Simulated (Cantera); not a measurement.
**Thermodynamics of thermal oxidation and active oxidation of silicon, feed Si + CO₂ + N₂**

Input: 1 mol Si, 0.08 mol CO₂, 2.4 mol N₂, held at 1573 K.

Cantera equilibrium calculation (NASA polynomials, part measured and part estimated; ideal gas, pure solids and liquids). Candidate condensed phases: C, Si, SiC, SiO₂, Si₂N₂O, Si₃N₄; 34 gas species. Mutual solubility and eutectic melting of coexisting phases are not modelled. The tables' values for SiN are old estimates; treat these amounts as uncertain. Kinetics and transport are ignored.

```json
[
 {"P (Pa)": "0.100", "log p N₂": "-6.05", "log p SiO": "-7.24", "log p Si": "-7.26", "log p CO": "-8.70", "log p Si₂C": "-9.84", "log p Si₂": "-9.94", "n Si(s)": "0.620", "n SiC(s)": "0.0742", "n Si₂N₂O(s)": "0", "n Si₃N₄(s)": "0", "n C(graphite)": "0"},
 {"P (Pa)": "0.750", "log p N₂": "-5.16", "log p SiO": "-6.35", "log p Si": "-7.26", "log p CO": "-7.80", "log p Si₂C": "-9.84", "log p Si₂": "-9.94", "n Si(s)": "0.752", "n SiC(s)": "0.0746", "n Si₂N₂O(s)": "0", "n Si₃N₄(s)": "0", "n C(graphite)": "0"},
 {"P (Pa)": "5.60", "log p N₂": "-4.28", "log p SiO": "-5.47", "log p Si": "-7.26", "log p CO": "-6.93", "log p Si₂C": "-9.84", "log p Si₂": "-9.94", "n Si(s)": "0.768", "n SiC(s)": "0.0746", "n Si₂N₂O(s)": "0", "n Si₃N₄(s)": "0", "n C(graphite)": "0"},
 {"P (Pa)": "42", "log p N₂": "-3.38", "log p SiO": "-5.45", "log p Si": "-7.49", "log p CO": "-6.44", "log p Si₂C": "-10.07", "log p Si₂": "-10.40", "n Si(s)": "0", "n SiC(s)": "0.0784", "n Si₂N₂O(s)": "0.142", "n Si₃N₄(s)": "0.207", "n C(graphite)": "0"},
 {"P (Pa)": "320", "log p N₂": "-2.50", "log p SiO": "-5.74", "log p Si": "-8.08", "log p CO": "-5.55", "log p Si₂C": "-10.66", "log p Si₂": "-11.58", "n Si(s)": "0", "n SiC(s)": "0.0784", "n Si₂N₂O(s)": "0.157", "n Si₃N₄(s)": "0.202", "n C(graphite)": "0"},
 {"P (Pa)": "2400", "log p N₂": "-1.62", "log p SiO": "-6.03", "log p Si": "-8.67", "log p CO": "-4.68", "log p Si₂C": "-11.25", "log p Si₂": "-12.75", "n Si(s)": "0", "n SiC(s)": "0.0784", "n Si₂N₂O(s)": "0.158", "n Si₃N₄(s)": "0.202", "n C(graphite)": "0"},
 {"P (Pa)": "18000", "log p N₂": "-0.75", "log p SiO": "-6.32", "log p Si": "-9.25", "log p CO": "-3.80", "log p Si₂C": "-11.83", "log p Si₂": "<-12", "n Si(s)": "0", "n SiC(s)": "0.0784", "n Si₂N₂O(s)": "0.158", "n Si₃N₄(s)": "0.202", "n C(graphite)": "0"},
 {"P (Pa)": "130000", "log p N₂": "0.11", "log p SiO": "-6.61", "log p Si": "-9.82", "log p CO": "-3.49", "log p Si₂C": "<-11", "log p Si₂": "<-11", "n Si(s)": "0", "n SiC(s)": "0", "n Si₂N₂O(s)": "0.160", "n Si₃N₄(s)": "0.227", "n C(graphite)": "0.0796"},
 {"P (Pa)": "1000000", "log p N₂": "1.00", "log p SiO": "-6.91", "log p Si": "-10.41", "log p CO": "-3.19", "log p Si₂C": "<-11", "log p Si₂": "<-11", "n Si(s)": "0", "n SiC(s)": "0", "n Si₂N₂O(s)": "0.160", "n Si₃N₄(s)": "0.227", "n C(graphite)": "0.0799"}
]
```
log p: log10 of the partial pressure in bar; n: condensed amount in mol.

From 1.00e-6 bar to 5.60e-5 bar the condensed part is Si(s) + SiC(s). From 0.000420 bar to 0.180 bar the condensed part is SiC(s) + Si₂N₂O(s) + Si₃N₄(s). From 1.30 bar to 10.0 bar the condensed part is C(graphite) + Si₂N₂O(s) + Si₃N₄(s). The main Si-bearing gas is SiO throughout.
